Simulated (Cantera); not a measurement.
A freely propagating, adiabatic, planar premixed flame of 42.8 % H2, 9.71 % O2, 47.5 % N2, equivalence ratio 2.2, unburnt at 625 K and 1430 Torr; multicomponent transport, grid criteria slope 0.08 and curve 0.16, no radiation.

Cantera simulation using the H2/O2 subset of GRI-Mech 3.0, which has no nitrogen chemistry; the numbers are that mechanism's predictions, not measurements. Burning velocities carry a grid error of a few per cent, more on coarse grids.

### Question
Predict: laminar burning velocity; thermal thickness; peak x(HO2); peak x(H); peak x(OH).

### Answer
```json
{
  "laminar_burning_velocity": "789 cm/s",
  "thermal_thickness": "0.211 mm",
  "peak x(HO2)": "0.000341",
  "peak x(H)": "0.0634",
  "peak x(OH)": "0.00268"
}
```
